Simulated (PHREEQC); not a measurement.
Spent oxide etchant: an equilibrium model

A solution holds 8 mmol/kgw HF, 0.23 mmol/kgw (NH4)2SiF6, 0.33 mmol/kgw H3AsO4 and 23 mmol/kgw H2SO4, at 25 °C. Closed to the air; pH follows from the charge balance.

Equilibrium calculation in PHREEQC: ion-association model, wateq4f.dat.

This is a speciation only: nothing precipitates in the calculation.

Q: Estimate the pH, ionic strength.

A: pH 1.56; ionic strength 0.0418 mol/kgw.

Q: In which forms is N present?

A: NH4+ 95 %, NH4SO4- 5.3 % of the N.

Complexes and solids missing from the database can't appear. SiF6-2 is the database's only silicon fluoride.
